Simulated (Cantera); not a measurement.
Charge: 1 mol Ta2O5, 5.5 mol H2, held at 2025 K and 500 Pa.

Cantera equilibrium calculation (NASA polynomials, part measured and part estimated; ideal gas, pure solids and liquids). Candidate condensed phases: H2O, Ta, Ta2O5; 12 gas species. Mutual solubility and eutectic melting of coexisting phases are not modelled. Condensed phases not in the tables: N, O or C dissolved in the metal. The numbers say what is thermodynamically allowed, not how fast it happens.

Base state: H2 0.971, H 0.0268, H2O 0.00198, TaO2 0.000323, TaO 6.17e-5 (mole fractions); condensed: Ta(s) + Ta2O5(s).

Q: What changes in the equilibrium state with this change: Ta2O5 replaced by Cr2O3?

A: 
```tsv
species	before	after
H2	0.971	0.878
H2O	0.00198	0.0573
Cr	0	0.0377
H	0.0268	0.0255
TaO2	0.000323	0
CrO	0	0.00171
TaO	6.17e-5	0
CrO2	0	3.99e-5
Ta(s), mol	0.00386	0
Ta2O5(s), mol	0.997	0
Cr2O3(s), mol	0	0.885
```
Further candidate phases: Cr, Cr2O3.
